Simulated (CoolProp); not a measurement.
A single-stage vapour-compression cycle with the fluid: evaporating at 292.15 K (dew point), condensing at 313.15 K (bubble point), superheat 5 K, subcooling 2 K, compressor efficiency 0.7, no pressure losses. The same conditions are run with several fluids, on thermodynamics alone (safety and materials aside).

Model: reference Helmholtz-energy equation of state of each fluid (trans-2-butene: Lemmon 2005; R227EA: Lemmon 2016; tetrahydrofuran: Fiedler 2023; fluoroethane (R161): Wu 2012; cyclopentane: Gedanitz 2015; R1132(E): Akasaka 2024), in CoolProp.

| fluid | cooling COP | pressure ratio | discharge temperature (K) | refrigerating effect (kJ/kg) | volumetric capacity (kJ/m³) |
|---|---|---|---|---|---|
| trans-2-butene | 9.10 | 1.90 | 324.3 | 351 | 1640 |
| R227EA | 8.55 | 1.86 | 316.1 | 96.6 | 2820 |
| tetrahydrofuran | 9.31 | 2.44 | 337.5 | 422 | 205 |
| fluoroethane (R161) | 8.70 | 1.74 | 332.1 | 313 | 5520 |
| cyclopentane | 9.30 | 2.23 | 330.6 | 382 | 366 |
| R1132(E) | 8.16 | 1.70 | 331.1 | 194 | 8820 |
